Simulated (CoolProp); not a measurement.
Properties of C3F8 (R218) along the isobar 101 kPa.

Values from CoolProp's reference Helmholtz-energy equation of state, Lemmon 2006. It is a short technical equation, of lower accuracy than the large ones.

```
T (K)  phase       Z  speed of sound (m/s)  Joule-Thomson coefficient (K/MPa)  fugacity coefficient
-----  -----  ------  --------------------  ---------------------------------  --------------------
242.9    gas  0.9528                 102.8                              29.47                0.9555
251.3    gas  0.9591                 105.1                              25.12                0.9610
259.6    gas  0.9641                 107.2                              21.75                0.9655
268      gas  0.9683                 109.2                              19.03                0.9694
276.3    gas  0.9718                 111.2                              16.85                0.9727
284.6    gas  0.9748                 113.0                              15.04                0.9754
293      gas  0.9773                 114.9                              13.51                0.9779
301.3    gas  0.9795                 116.7                              12.23                0.9800
309.7    gas  0.9815                 118.4                              11.13                0.9818
318      gas  0.9831                 120.1                              10.19                0.9834
326.3    gas  0.9846                 121.8                              9.371                0.9849
334.7    gas  0.9860                 123.4                              8.647                0.9862
343      gas  0.9871                 125.0                              8.018                0.9873
351.4    gas  0.9882                 126.6                              7.454                0.9883
359.7    gas  0.9891                 128.2                              6.958                0.9893
368.1    gas  0.9900                 129.7                              6.509                0.9901
```
